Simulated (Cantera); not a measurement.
An adiabatic, constant-volume homogeneous reactor starts with CH4 : C2H6 : O2 : N2 = 1 : 0.083 : 1.91 : 12.8 (molar parts), at 1575 K and 500000 Pa.

Cantera simulation using GRI-Mech 3.0 (53 species, 325 reactions); the numbers are that mechanism's predictions, not measurements.

x: mole fraction; the columns are a selection and need not sum to one.

| t (s) | T (K) | P (bar) | x CH4 | x C2H6 | x O2 | x C2H | x CH2O | x OH | x NO |
|---|---|---|---|---|---|---|---|---|---|
| 2.00e-6 | 1574 | 5.00 | 0.0633 | 0.00521 | 0.121 | <1e-12 | 2.39e-6 | 2.82e-7 | <1e-12 |
| 5.91e-6 | 1574 | 5.00 | 0.0633 | 0.00511 | 0.121 | <1e-12 | [?] | [?] | <1e-12 |
| 1.75e-5 | 1575 | 5.00 | 0.0627 | 0.00485 | 0.120 | 1.28e-12 | 0.000255 | 3.87e-6 | 4.11e-12 |
| 5.16e-5 | 1599 | 5.09 | 0.0581 | [?] | 0.117 | 2.00e-10 | [?] | [?] | 7.42e-11 |
| 0.000152 | 2844 | 9.37 | <1e-12 | <1e-12 | 0.00281 | <1e-12 | 2.59e-9 | 0.00771 | 0.00105 |
| 0.000451 | 2833 | 9.34 | <1e-12 | <1e-12 | 0.00240 | <1e-12 | 2.70e-9 | 0.00721 | 0.00330 |
| 0.00133 | 2830 | 9.32 | <1e-12 | <1e-12 | 0.00229 | <1e-12 | 2.74e-9 | 0.00707 | 0.00399 |
| 0.00393 | 2830 | 9.32 | <1e-12 | <1e-12 | 0.00229 | <1e-12 | 2.74e-9 | 0.00707 | 0.00400 |
| 0.0116 | 2830 | 9.32 | <1e-12 | <1e-12 | 0.00229 | <1e-12 | 2.74e-9 | 0.00707 | 0.00400 |
| 0.0344 | 2830 | 9.32 | <1e-12 | <1e-12 | 0.00229 | <1e-12 | 2.74e-9 | 0.00707 | 0.00400 |
| 0.102 | 2830 | 9.32 | <1e-12 | <1e-12 | 0.00229 | <1e-12 | 2.74e-9 | 0.00707 | 0.00400 |
| 0.300 | 2830 | 9.32 | <1e-12 | <1e-12 | 0.00229 | <1e-12 | 2.74e-9 | 0.00707 | 0.00400 |

**Question.** Complete the blanks.

**Answer.** 
- 5.91e-6, x CH2O: 2.50e-5
- 5.91e-6, x OH: 1.16e-6
- 5.16e-5, x C2H6: 0.00392
- 5.16e-5, x CH2O: 0.00148
- 5.16e-5, x OH: 1.26e-5
